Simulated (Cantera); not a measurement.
Input: 1 mol H2S, 8.9 mol H2, held at 1.90 bar.

These are equilibrium values from Cantera (NASA tables, ideal gas, pure condensed phases), not measurements of a reactor. Candidate condensed phases: S; 7 gas species. The numbers say what is thermodynamically allowed, not how fast it happens. All values below are at 1775 °C.

Base state: H2 0.910, H2S 0.0688, S2 0.0111, SH 0.00798, H 0.00155, S 0.000331 (mole fractions); condensed: gas only.

What changes in the equilibrium state with this change: H2 from 8.9 to 2.1 mol?


| species | before | after |
|---|---|---|
| H2 | 0.910 | 0.769 |
| H2S | 0.0688 | 0.143 |
| S2 | 0.0111 | 0.0676 |
| SH | 0.00798 | 0.0181 |
| S | 0.000331 | 0.000816 |
| H | 0.00155 | 0.00142 |
